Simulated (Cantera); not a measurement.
Silicon etching in halogen gases: Si + NF3 + N2

Charge: 1 mol Si, a varied amount of NF3, 26 mol N2, at 1173 K and 0.133 bar.

Equilibrium computed with Cantera from the NASA thermochemical tables; the gas is ideal and each condensed phase is pure. Candidate condensed phases: Si, Si3N4; 16 gas species. The tables' values for SiF3 are old estimates; treat these amounts as uncertain. Equilibrium is a limit: real reactors are often held back by kinetics, nucleation or transport.

From 0.75 mol NF3 to 1.1 mol NF3 the condensed part is Si3N4(s). From 1.5 mol NF3 to 3.6 mol NF3 nothing is condensed. The main Si-bearing gas is SiF4 throughout.

| n(NF3) (mol) | log p N2 | log p F | log p SiF4 | log p F2 | log p SiF3 | log p NF3 | log p NF2 | n Si3N4(s) |
|---|---|---|---|---|---|---|---|---|
| 0.75 | -0.88 | <-12 | -2.55 | <-12 | -5.33 | <-12 | <-12 | 0.146 |
| 1.1 | -0.89 | <-12 | -2.39 | <-12 | -5.22 | <-12 | <-12 | 0.0582 |
| 1.5 | -0.90 | -2.64 | -2.33 | -4.53 | <-12 | -8.63 | -9.10 | 0 |
| 1.8 | -0.91 | -2.22 | -2.34 | -3.70 | <-12 | -7.39 | -8.28 | 0 |
| 2.2 | -0.93 | -1.99 | -2.36 | -3.24 | <-12 | -6.70 | -7.83 | 0 |
| 2.5 | -0.94 | -1.89 | -2.37 | -3.03 | <-12 | -6.40 | -7.62 | 0 |
| 2.9 | -0.95 | -1.79 | -2.39 | -2.84 | <-12 | -6.11 | -7.43 | 0 |
| 3.2 | -0.96 | -1.74 | -2.40 | -2.73 | <-12 | -5.95 | -7.33 | 0 |
| 3.6 | -0.97 | -1.68 | -2.42 | -2.61 | <-12 | -5.78 | -7.22 | 0 |
log p: log10 of the partial pressure in bar; n: condensed amount in mol.
